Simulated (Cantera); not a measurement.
**Stirred combustor or abatement burner**

A perfectly stirred reactor is fed with H₂ : O₂ : N₂ : H₂O = 1 : 0.595 : 2.24 : 0.21 (molar parts), at 0.987 atm; it is adiabatic with a 550 K inlet, and is followed from long to short residence time, starting on the burning branch (τ in s: 0.059, 0.032, 0.017, 0.0093, 0.005, 0.0027, 0.0015, 0.00079, 0.00042, 0.00023, 0.00012, 6.7e-05).

Model: GRI-Mech 3.0 (53 species, 325 reactions), integrated in Cantera.

| τ (s) | T (K) | x H₂ | x O₂ | x H₂O | x HO₂ | x N₂O | x NO | x O |
|---|---|---|---|---|---|---|---|---|
| 0.059 | 2280 | 0.00448 | 0.0258 | 0.331 | 3.03e-6 | 2.20e-7 | 0.00181 | 0.000824 |
| 0.032 | 2277 | 0.00487 | 0.0262 | 0.330 | 3.14e-6 | 2.20e-7 | 0.00121 | 0.000904 |
| 0.017 | 2269 | 0.00557 | 0.0266 | 0.329 | 3.33e-6 | 2.19e-7 | 0.000759 | 0.00104 |
| 0.0093 | 2256 | 0.00670 | 0.0270 | 0.327 | 3.64e-6 | 2.14e-7 | 0.000485 | 0.00127 |
| 0.0050 | 2233 | 0.00851 | 0.0277 | 0.323 | 4.21e-6 | 2.02e-7 | 0.000305 | 0.00165 |
| 0.0027 | 2200 | 0.0111 | 0.0286 | 0.319 | 5.20e-6 | 1.84e-7 | 0.000190 | 0.00223 |
| 0.0015 | 2157 | 0.0143 | 0.0298 | 0.313 | 6.71e-6 | 1.63e-7 | 0.000120 | 0.00302 |
| 0.00079 | 2094 | 0.0185 | 0.0316 | 0.305 | 9.21e-6 | 1.42e-7 | 7.35e-5 | 0.00419 |
| 0.00042 | 2017 | 0.0231 | 0.0338 | 0.296 | 1.27e-5 | 1.25e-7 | 5.01e-5 | 0.00564 |
| 0.00023 | 1930 | 0.0276 | 0.0363 | 0.286 | 1.71e-5 | 1.11e-7 | 3.88e-5 | 0.00723 |
| 0.00012 | 1822 | 0.0324 | 0.0395 | 0.275 | 2.32e-5 | 9.79e-8 | 3.09e-5 | 0.00902 |
| 6.7e-5 | 1714 | 0.0370 | 0.0431 | 0.265 | 3.00e-5 | 8.69e-8 | 2.41e-5 | 0.0104 |
x: mole fraction; the columns are a selection and need not sum to one.
